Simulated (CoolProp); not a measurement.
CH3F (R41) along the isobar 0.811 MPa: fugacity coefficient from the reference equation and from simpler models built on Tc = 44.1 °C, pc = 5.906 MPa, ω = 0.200; each cubic takes its own stable root.

Computed with CoolProp (reference Helmholtz-energy equation of state, Lemmon 2006). It is a short technical equation, of lower accuracy than the large ones.

| T (°C) | phase | reference | Soave-Redlich-Kwong | Peng-Robinson |
|---|---|---|---|---|
| 31.85 | gas | 0.9392 | 0.9473 | 0.9422 |
| 45.15 | gas | 0.9472 | 0.9541 | 0.9491 |
| 58.45 | gas | 0.9538 | 0.9599 | 0.9551 |
| 71.85 | gas | 0.9595 | 0.9649 | 0.9603 |
| 85.15 | gas | 0.9642 | 0.9692 | 0.9648 |
| 98.45 | gas | 0.9683 | 0.9730 | 0.9687 |
| 111.85 | gas | 0.9719 | 0.9763 | 0.9722 |
| 125.15 | gas | 0.9749 | 0.9792 | 0.9752 |
| 138.55 | gas | 0.9776 | 0.9817 | 0.9779 |
| 151.85 | gas | 0.9799 | 0.9839 | 0.9803 |
